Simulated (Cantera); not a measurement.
Input: 1 mol (CH₃)₂SiCl₂, 0.0049 mol C₃H₈, 1200 mol H₂, equilibrated at 1025 °C and 0.0133 bar.

Equilibrium computed with Cantera from the NASA thermochemical tables; the gas is ideal and each condensed phase is pure. Candidate condensed phases: C, C₆H₆, C₇H₈, C₈H₁₈, Si, SiC; 109 gas species. The feed counts by its element totals alone. Kinetics and transport are ignored.

Base state: H₂ 0.998, HCl 0.00166, CH₄ 0.000106 (mole fractions); condensed: C(graphite) + SiC(s).

Task: What changes in the equilibrium state with this change: (CH₃)₂SiCl₂ replaced by Si(CH₃)₄?

Result: 
| species | before | after |
|---|---|---|
| H₂ | 0.998 | 1.000 |
| CH₄ | 0.000106 | 0.000106 |
| HCl | 0.00166 | 0 |
| C(graphite), mol | 0.886 | 2.89 |
| SiC(s), mol | 1.000 | 1.00 |
